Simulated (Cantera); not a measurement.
N2O furnace oxynitridation

An isothermal, constant-pressure homogeneous reactor starts with 93.8 % N2O, 6.19 % H2O, at 1050 K and 4000 Pa.

Cantera simulation using GRI-Mech 3.0 (53 species, 325 reactions); the numbers are that mechanism's predictions, not measurements. GRI-Mech 3.0 was tuned for natural gas; its chemistry of N2O as a main component is partial and can be far from experiment. Radical loss at walls, strong at low pressure, is not modelled. The mechanism lacks the step 2 NO + O2 → 2 NO2, which can matter for NO2 below about 1400 K. The temperature is held fixed by assumption; the heat of reaction is taken as removed at once.

```
t (s)     x N2O   x H2O    x H2O2     x NO2      x NO      x H2      x O
--------  -----  ------  --------  --------  --------  --------  -------
0.000500  0.938  0.0619    <1e-12    <1e-12   1.62e-8    <1e-12  1.32e-7
0.00182   0.938  0.0619    <1e-12    <1e-12   9.17e-8    <1e-12  1.56e-7
0.00660   0.938  0.0619  2.75e-12  2.11e-11   3.75e-7  9.24e-12  1.56e-7
0.0240    0.938  0.0619  4.20e-10   3.34e-9   1.40e-6  1.37e-10  1.56e-7
0.0871    0.938  0.0619   3.29e-8   2.57e-7   4.88e-6   1.33e-9  1.56e-7
0.316     0.938  0.0619   8.82e-8   4.45e-6   1.42e-5   6.88e-9  1.56e-7
1.15      0.936  0.0619   4.54e-8   2.94e-5   3.80e-5   1.67e-8  1.54e-7
4.17      0.931  0.0618   2.21e-8  0.000118  0.000121   1.28e-8  1.47e-7
15.2      0.912  0.0614   7.09e-9  0.000289  0.000519   5.65e-9  1.35e-7
55.1      0.850  0.0601   2.31e-9  0.000439   0.00216   3.49e-9  1.25e-7
200       0.666  0.0562   1.53e-9  0.000420   0.00715   3.11e-9  1.18e-7
```
x: mole fraction; the columns are a selection and need not sum to one.

Equilibrium at this temperature and pressure: N2O 8.31e-10, H2O 0.0421, H2O2 2.47e-11, NO2 5.59e-7, NO 5.89e-5, H2 1.36e-10, O 1.90e-9 (gas phase only).
